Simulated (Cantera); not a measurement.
Charge: 1 mol SiH₄, 0.47 mol HCl, 5.4 mol H₂, held at 20000 Pa.

These are equilibrium values from Cantera (NASA tables, ideal gas, pure condensed phases), not measurements of a reactor. Candidate condensed phases: Si; 19 gas species. Equilibrium is a limit: real reactors are often held back by kinetics, nucleation or transport.

Over these rows the condensed part is Si(s). Partial pressures as log10 of bar:

```json
[
 {"T (K)": "973", "1000/T (1/K)": "1.0277", "log p SiCl₂": "-4.72", "log p H₂": "-0.71", "log p HCl": "-2.82"},
 {"T (K)": "1023", "1000/T (1/K)": "0.9775", "log p SiCl₂": "-4.33", "log p H₂": "-0.71", "log p HCl": "-2.64"},
 {"T (K)": "1073", "1000/T (1/K)": "0.9320", "log p SiCl₂": "-3.98", "log p H₂": "-0.71", "log p HCl": "-2.49"},
 {"T (K)": "1123", "1000/T (1/K)": "0.8905", "log p SiCl₂": "-3.69", "log p H₂": "-0.71", "log p HCl": "-2.36"},
 {"T (K)": "1173", "1000/T (1/K)": "0.8525", "log p SiCl₂": "?", "log p H₂": "-0.72", "log p HCl": "-2.26"},
 {"T (K)": "1223", "1000/T (1/K)": "0.8177", "log p SiCl₂": "-3.25", "log p H₂": "-0.72", "log p HCl": "-2.18"}
]
```

Fit log p(SiCl₂) = a + b·(1000/T) to the five rows, give the apparent enthalpy, and predict the row at 1173 K.

Means: 1000/T = 0.9291, log p = -3.994. Sxy = -0.182421, Sxx = 0.0259728, so b = -7.02 and a = -3.994 − (-7.02)×0.9291 = 2.53.
Apparent enthalpy: −19.145 × (-7.02) = 134 kJ/mol. With the condensed phases at unit activity, Si(s) + 2 HCl(g) = SiCl₂(g) + H₂(g) links this pressure to the main gases: over the six rows their terms move log p by +1.29 in all, so the slope isn't that reaction's ΔH° alone. The five rows lie within 0.04 of the line.
Prediction at 1173 K: 2.53 + (-7.02)×0.8525 = -3.45. The computed value is -3.44, 0.01 from the line.
